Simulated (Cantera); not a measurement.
Charge: 1 mol HF, 1.3 mol H₂, at 0.203 Torr.

Cantera equilibrium calculation (NASA polynomials, part measured and part estimated; ideal gas, pure solids and liquids). Rates play no part.

x: gas mole fraction; nothing condenses.

```tsv
T (K)	x H	x H₂	x HF	x F
1600	0.00248	0.563	0.434	1.03e-7
1750	0.0106	0.557	0.432	1.06e-6
1900	0.0354	0.538	0.427	7.54e-6
2050	0.0966	0.490	0.414	4.09e-5
2200	0.216	0.396	0.388	0.000182
2350	0.388	0.262	0.350	0.000715
2500	(withheld)	(withheld)	(withheld)	(withheld)
2650	0.657	0.0531	0.279	0.0104
2800	0.706	(withheld)	(withheld)	(withheld)
2950	0.736	0.00802	0.168	0.0873
```

Problem. What belongs in the gaps?

Solution. 
- 2500, x H: 0.555
- 2500, x H₂: 0.132
- 2500, x HF: 0.311
- 2500, x F: 0.00274
- 2800, x H₂: 0.0201
- 2800, x HF: 0.238
- 2800, x F: 0.0351
